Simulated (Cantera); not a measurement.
A freely propagating, adiabatic, planar premixed flame of CH₄ : O₂ : N₂ : H₂O = 1 : 1.82 : 6.84 : 0.33 (molar parts), equivalence ratio 1.1, unburnt at 700 K and 1.50 bar; multicomponent+Soret transport, grid criteria slope 0.08 and curve 0.16, no radiation.

Model: GRI-Mech 3.0 (53 species, 325 reactions), integrated in Cantera. Burning velocities carry a grid error of a few per cent, more on coarse grids.

**Question.** Predict: laminar burning velocity; thermal thickness; peak x(H); peak x(H₂); peak x(CO).

**Answer.** 
```
Property                     Value
------------------------  --------
laminar burning velocity  144 cm/s
thermal thickness         0.238 mm
peak x(H)                  0.00908
peak x(H₂)                  0.0289
peak x(CO)                  0.0570
```
